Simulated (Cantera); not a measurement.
**Carbothermic reduction: Cu2O + CO + H2**

Charge: 1 mol Cu2O, 0.72 mol CO, 0.11 mol H2, equilibrated at 0.640 bar.

These are equilibrium values from Cantera (NASA tables, ideal gas, pure condensed phases), not measurements of a reactor. Candidate condensed phases: C, C6H6, C7H8, C8H18, Cu, CuO, Cu(OH)2, Cu2O, H2O; 113 gas species. Each liquid is taken as pure. Mutual solubility and eutectic melting of coexisting phases are not modelled. The numbers say what is thermodynamically allowed, not how fast it happens.

```csv
T (°C),x CO2,x H2O,x O2,x Cu,x CO,n Cu(s),n Cu2O(s),n Cu(l),n Cu2O(l)
1002,0.867,0.133,9.42e-7,1.35e-7,0.000103,1.66,0.170,0,0
1152,0.867,0.133,3.12e-5,3.39e-6,0.000291,0,0.170,1.66,0
1302,0.866,0.132,0.000453,4.27e-5,0.000726,0,0,1.66,0.170
1452,0.863,0.132,0.00232,0.000342,0.00205,0,0,1.66,0.168
1602,0.853,0.131,0.00892,0.00194,0.00489,0,0,1.68,0.159
1752,0.825,0.126,0.0275,0.00846,0.0101,0,0,1.73,0.131
1902,0.759,0.116,0.0710,0.0299,0.0180,0,0,1.87,0.0524
2052,0.662,0.102,0.0971,0.0892,0.0361,0,0,1.90,0
```
x: gas mole fraction; n: condensed amount in mol.

At 1002 °C the condensed part is Cu(s) + Cu2O(s). At 1152 °C the condensed part is Cu(l) + Cu2O(s). From 1302 °C to 1902 °C the condensed part is Cu(l) + Cu2O(l). At 2052 °C the condensed part is Cu(l). The main Cu-bearing gas is Cu throughout.
